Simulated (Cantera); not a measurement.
A Cantera script and what it prints.

```python
import numpy as np
import cantera as ct

gas_names = """
    NO2
""".split()
cond_names = """
    V2O5(s) V2O5(L) VN(s) V2O3(s) V2O3(L)
""".split()


def load(file, names, dense=False):
    # The tables refer to 1 bar. Condensed volumes are neglected.
    table = {s.name: s for s in ct.Species.list_from_file(file)}
    out = []
    for n in names:
        d = dict(table[n].input_data)
        d["thermo"] = dict(d["thermo"], **{"reference-pressure": 1e5})
        if dense:
            d["equation-of-state"] = {"model": "constant-volume", "density": "1e6 g/cm^3"}
        out.append(ct.Species.from_dict(d))
    return out


species = {s.name: s for s in load("nasa_gas.yaml", gas_names) + load("nasa_condensed.yaml", cond_names)}
# Each term lists the table entries of one substance; the one whose range holds T is used.
reactions = {
    '7 V2O5 + 4 VN = 4 NO2(g) + 9 V2O3':
        [(-7, ['V2O5(s)', 'V2O5(L)']), (-4, ['VN(s)']), (4, ['NO2']), (9, ['V2O3(s)', 'V2O3(L)'])],
}


def pick(names, T):
    return next(species[n] for n in names if species[n].thermo.min_temp <= T <= species[n].thermo.max_temp)


results = []
for label, terms in reactions.items():
    print(label)
    print("     T/K   dH/kJ  dS/(J/K)   dG/kJ   log10 K")
    for T in [1075, 1175, 1275, 1375, 1475, 1575, 1675, 1775, 1875]:
        used = [(nu, pick(names, T)) for nu, names in terms]
        dH = sum(nu * s.thermo.h(T) for nu, s in used) / 1e6
        dS = sum(nu * s.thermo.s(T) for nu, s in used) / 1e3
        dG = dH - T * dS / 1e3
        logK = -dG * 1e6 / (ct.gas_constant * T * np.log(10))
        results.append((label, T, dH, dS, dG, logK, [s.name for _, s in used]))
        print(f"{T:8g} {dH:8.1f} {dS:8.1f} {dG:8.1f} {logK:8.2f}")
```

It prints:

```
7 V2O5 + 4 VN = 4 NO2(g) + 9 V2O3
     T/K   dH/kJ  dS/(J/K)   dG/kJ   log10 K
    1075    405.4    260.1    125.7    -6.11
    1175    398.7    254.2    100.1    -4.45
    1275    394.6    250.8     74.8    -3.07
    1375    393.0    249.6     49.8    -1.89
    1475    394.0    250.3     24.8    -0.88
    1575    397.7    252.7     -0.3     0.01
    1675    404.0    256.6    -25.7     0.80
    1775    413.1    261.8    -51.6     1.52
    1875    424.9    268.3    -78.1     2.18
```

Standard-state values (1 bar) from the NASA 1993 polynomials, evaluated with Cantera. VN: taken at fixed stoichiometry. Condensed species are held in their standard states even where they would react or evaporate.
